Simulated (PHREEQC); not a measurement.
Dissolve 0.81 mol Na2SO4, 0.21 mol K2SO4 and 5.6 mol NaCl per kg of water at 25 °C. Closed to the air; pH follows from the charge balance.

All values are PHREEQC results (Pitzer model, pitzer.dat), not measurements.

```csv
quantity,before,after
HSO4- (mol/kgw),2.00e-7,1.35e-7
SI of Halite (NaCl),+0.04,-1.80
SI of Thenardite (Na2SO4),+0.17,-1.77
```

Name the change that produced these shifts.
A) K2SO4 from 0.21 to 0.189 mol/kgw
B) temperature from 25 to 65 °C
C) diluted 5-fold with water
D) K2SO4 left out
E) temperature from 25 to 70 °C

C, diluted 5-fold with water

Precipitation was switched off in this run. Some of these states are supersaturated (in Thenardite, for instance).
